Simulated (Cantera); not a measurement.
What does this Cantera script print?

```python
import numpy as np
import cantera as ct

gas_names = """
    CL CL2 H HCL H2 N NH NH2 NH3 N2 N2H2 N2H4 Si SiCL SiCL2 SiCL3 SiCL4 SiH SiHCL3 SiH2 SiH2CL2 SiH3
    SiH3CL SiH4 SiN Si2 Si2N Si3
""".split()
cond_names = """
    NH4CL(a) NH4CL(b) Si(cr) Si(L) Si3N4(a)
""".split()


# ... load() reads the species with a 1 bar reference pressure and builds the phases ...
atoms = {
    'SiH2Cl2': {'Si': 1, 'H': 2, 'CL': 2},
    'N2': {'N': 2},
}
top_T = {'Si3N4(a)': 2400}  # K; cautious upper limits of use, not melting points


# ... equilibrate(T, P, feed) seeds the gas with the atoms and calls Mixture.equilibrate('TP', solver="vcs", rtol=1e-11, max_steps=5000) ...
results = []
feed = {'SiH2Cl2': 1, 'N2': 8.3}  # mol
T = 1548  # K
P = 5.9  # Pa
mix = equilibrate(T, P, feed)
results.append((T, P, feed, dict(zip(mix.species_names, mix.species_moles))))
x = sorted(zip(gas.X, gas.species_names), reverse=True)
print(f"T = {T:g} K  P = {P:g} Pa  gas = {mix.phase_moles(0):.4g} mol")
print("   x: " + "  ".join(f"{s} {v:.3e}" for v, s in x if v > 1e-05))
print("   condensed (mol): " + ("  ".join(f"{mix.phase(i).name} {mix.phase_moles(i):.4g}"
      for i in range(1, mix.n_phases) if mix.phase_moles(i) > 1e-12) or "none"))
```

Output:

```
T = 1548 K  P = 5.9 Pa  gas = 10.31 mol
   x: N2 8.047e-01  H2 7.567e-02  SiCL2 7.558e-02  HCL 4.146e-02  H 1.103e-03  Si 5.385e-04  CL 4.825e-04  SiCL 3.061e-04  SiCL3 1.616e-04
   condensed (mol): Si(cr) 0.2098
```

Equilibrium computed with Cantera from the NASA thermochemical tables; the gas is ideal and each condensed phase is pure. The tables' values for SiCl, SiCl3 are old estimates; treat these amounts as uncertain.
